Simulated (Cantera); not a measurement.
## Premixed flame

A freely propagating, adiabatic, planar premixed flame of CH4 : H2 : O2 : N2 : CO2 = 1 : 0.036 : 1.68 : 6.32 : 0.064 (molar parts), equivalence ratio 1.2, unburnt at 525 K and 2.30 bar; mixture-averaged transport, grid criteria slope 0.08 and curve 0.16, no radiation.

Detailed kinetics in Cantera: GRI-Mech 3.0 (53 species, 325 reactions). Burning velocities carry a grid error of a few per cent, more on coarse grids.

```json
[
 {"z (mm)": "-0.603", "T (K)": "525", "u (m/s)": "0.667", "x CH4": "0.110", "x H2": "0.00554", "x O2": "0.184", "x HCO": "<1e-8", "x HO2": "1.00e-7", "x C2H6": "5.86e-8"},
 {"z (mm)": "-0.402", "T (K)": "529", "u (m/s)": "0.673", "x CH4": "0.109", "x H2": "0.00824", "x O2": "0.184", "x HCO": "<1e-8", "x HO2": "1.07e-6", "x C2H6": "9.57e-7"},
 {"z (mm)": "-0.301", "T (K)": "545", "u (m/s)": "0.696", "x CH4": "0.107", "x H2": "0.0116", "x O2": "0.182", "x HCO": "<1e-8", "x HO2": "6.05e-6", "x C2H6": "8.29e-6"},
 {"z (mm)": "-0.201", "T (K)": "645", "u (m/s)": "0.830", "x CH4": "0.100", "x H2": "0.0179", "x O2": "0.174", "x HCO": "<1e-8", "x HO2": "4.31e-5", "x C2H6": "0.000103"},
 {"z (mm)": "-0.100", "T (K)": "1112", "u (m/s)": "1.46", "x CH4": "0.0670", "x H2": "0.0272", "x O2": "0.132", "x HCO": "6.43e-7", "x HO2": "0.000137", "x C2H6": "0.00101"},
 {"z (mm)": "-0.0502", "T (K)": "1530", "u (m/s)": "2.03", "x CH4": "0.0357", "x H2": "0.0317", "x O2": "0.0879", "x HCO": "1.15e-5", "x HO2": "0.000151", "x C2H6": "0.00114"},
 {"z (mm)": "0", "T (K)": "1903", "u (m/s)": "2.54", "x CH4": "0.00852", "x H2": "0.0329", "x O2": "0.0406", "x HCO": "3.55e-5", "x HO2": "6.56e-5", "x C2H6": "0.000130"},
 {"z (mm)": "0.0502", "T (K)": "2063", "u (m/s)": "2.75", "x CH4": "0.000710", "x H2": "0.0291", "x O2": "0.0148", "x HCO": "1.51e-5", "x HO2": "1.17e-5", "x C2H6": "9.97e-7"},
 {"z (mm)": "0.100", "T (K)": "2108", "u (m/s)": "2.80", "x CH4": "3.45e-5", "x H2": "0.0268", "x O2": "0.00650", "x HCO": "1.48e-6", "x HO2": "4.22e-6", "x C2H6": "<1e-8"},
 {"z (mm)": "0.201", "T (K)": "2148", "u (m/s)": "2.84", "x CH4": "1.10e-7", "x H2": "0.0265", "x O2": "0.00313", "x HCO": "1.61e-7", "x HO2": "2.25e-6", "x C2H6": "<1e-8"},
 {"z (mm)": "0.402", "T (K)": "2190", "u (m/s)": "2.89", "x CH4": "<1e-8", "x H2": "0.0263", "x O2": "0.00187", "x HCO": "1.12e-7", "x HO2": "1.33e-6", "x C2H6": "<1e-8"},
 {"z (mm)": "0.804", "T (K)": "2229", "u (m/s)": "2.94", "x CH4": "<1e-8", "x H2": "0.0257", "x O2": "0.000968", "x HCO": "7.23e-8", "x HO2": "6.44e-7", "x C2H6": "<1e-8"},
 {"z (mm)": "1.61", "T (K)": "2257", "u (m/s)": "2.97", "x CH4": "<1e-8", "x H2": "0.0253", "x O2": "0.000414", "x HCO": "4.41e-8", "x HO2": "2.44e-7", "x C2H6": "<1e-8"}
]
```
x: mole fraction of selected species; z is measured from the peak of heat release.

```
Property                      Value
------------------------  ---------
laminar burning velocity  66.5 cm/s
thermal thickness          0.201 mm
peak x(HCO)                 3.58e-5
peak x(HO2)                0.000154
peak x(C2H6)                0.00130
grid points                     153
```
